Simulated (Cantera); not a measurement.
Standard-state values (1 bar) from the NASA 1993 polynomials, evaluated with Cantera. Values are per mole of reaction as written; species without (g) are pure solids or liquids, kept so even where they would boil at 1 bar. ZrN: taken at fixed stoichiometry.

2 Zr + 2 NH₃(g) ⇌ 2 ZrN + 3 H₂(g), with ΔH° = -638.5 kJ and ΔS° = 6.9 J/K at 300 K.

Task: How far is the shortcut ΔG° ≈ ΔH°(300 K) − T·ΔS°(300 K) from the full temperature-dependent value at 1798, 1848, 1898, 1948, 1998, 2048, 2098, 2148 K?

Result: 
| T (K) | shortcut (kJ) | full (kJ) | difference (kJ) | difference in log10 K | condensed phases |
|---|---|---|---|---|---|
| 1798 | -650.9 | -711.7 | 60.8 | -1.77 | Zr(β), ZrN(s) |
| 1848 | -651.3 | -714.7 | 63.4 | -1.79 | Zr(β), ZrN(s) |
| 1898 | -651.6 | -717.6 | 66.0 | -1.82 | Zr(β), ZrN(s) |
| 1948 | -652.0 | -720.7 | 68.7 | -1.84 | Zr(β), ZrN(s) |
| 1998 | -652.3 | -723.7 | 71.4 | -1.87 | Zr(β), ZrN(s) |
| 2048 | -652.6 | -726.7 | 74.1 | -1.89 | Zr(β), ZrN(s) |
| 2098 | -653.0 | -729.7 | 76.7 | -1.91 | Zr(β), ZrN(s) |
| 2148 | -653.3 | -732.3 | 79.0 | -1.92 | Zr(l), ZrN(s) |
The shortcut ignores heat capacities and the phase changes listed.
